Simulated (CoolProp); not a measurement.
Vapour-liquid equilibrium of ethane (1) + n-pentane (2) at 269.4 K; x and y are mole fractions of (1).

Values from CoolProp's multi-fluid Helmholtz-energy mixture model, Bücker 2006 and Thol 2019; pair parameters Kunz 2012.

Question: Give the bubble pressure and the first vapour's composition at x = 0.125, 0.275, 0.875. Is there an azeotrope?

Answer: x = 0.125: 2.663 bar, y = 0.925; x = 0.275: 5.658 bar, y = 0.966; x = 0.875: 18.28 bar, y = 0.996. No azeotrope shows between x = 0.05 and 0.95.

Pair parameters are fitted to limited data, so mixtures are less certain than the pure fluids.
